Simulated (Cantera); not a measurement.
A perfectly stirred reactor is fed with C₂H₄ : H₂ = 1 : 21 (molar parts), at 20.0 Torr; it is held at 1950 K, and followed from long to short residence time.

Detailed kinetics in Cantera: GRI-Mech 3.0 (53 species, 325 reactions). GRI-Mech 3.0 was tuned for natural gas; its chemistry of ethylene as a main component is partial and can be far from experiment. GRI-Mech 3.0 stops at C3 and has no aromatics, soot or wall deposition, so with more carbon than oxygen in the feed, carbon stays in small species such as C2H2 where larger ones or solid carbon would form. Radical loss at walls, strong at low pressure, is not modelled.

x: mole fraction; the columns are a selection and need not sum to one.

```json
[
 {"τ (s)": "5.6", "x C₂H₄": "1.13e-5", "x H₂": "0.950", "x CH₄": "9.95e-5", "x C₂H₂": "0.0433", "x C₂H₆": "1.41e-10", "x CH₂": "1.17e-7"},
 {"τ (s)": "1.9", "x C₂H₄": "1.46e-5", "x H₂": "0.951", "x CH₄": "8.66e-5", "x C₂H₂": "0.0433", "x C₂H₆": "1.23e-10", "x CH₂": "8.30e-8"},
 {"τ (s)": "0.66", "x C₂H₄": "2.77e-5", "x H₂": "0.952", "x CH₄": "6.21e-5", "x C₂H₂": "0.0433", "x C₂H₆": "1.35e-10", "x CH₂": "3.45e-8"},
 {"τ (s)": "0.23", "x C₂H₄": "9.40e-5", "x H₂": "0.954", "x CH₄": "4.17e-5", "x C₂H₂": "0.0433", "x C₂H₆": "3.58e-10", "x CH₂": "8.37e-9"},
 {"τ (s)": "0.078", "x C₂H₄": "0.000451", "x H₂": "0.955", "x CH₄": "2.91e-5", "x C₂H₂": "0.0430", "x C₂H₆": "?", "x CH₂": "3.89e-9"},
 {"τ (s)": "0.027", "x C₂H₄": "0.00187", "x H₂": "0.956", "x CH₄": "1.99e-5", "x C₂H₂": "0.0417", "x C₂H₆": "?", "x CH₂": "5.93e-9"},
 {"τ (s)": "0.0093", "x C₂H₄": "0.00619", "x H₂": "0.956", "x CH₄": "1.28e-5", "x C₂H₂": "0.0375", "x C₂H₆": "?", "x CH₂": "1.07e-8"},
 {"τ (s)": "0.0032", "x C₂H₄": "0.0156", "x H₂": "0.956", "x CH₄": "7.15e-6", "x C₂H₂": "0.0285", "x C₂H₆": "?", "x CH₂": "1.68e-8"}
]
```

Task: Complete the blanks.

Result: 
- 0.078, x C₂H₆: 1.25e-9
- 0.027, x C₂H₆: 3.42e-9
- 0.0093, x C₂H₆: 7.95e-9
- 0.0032, x C₂H₆: 1.53e-8
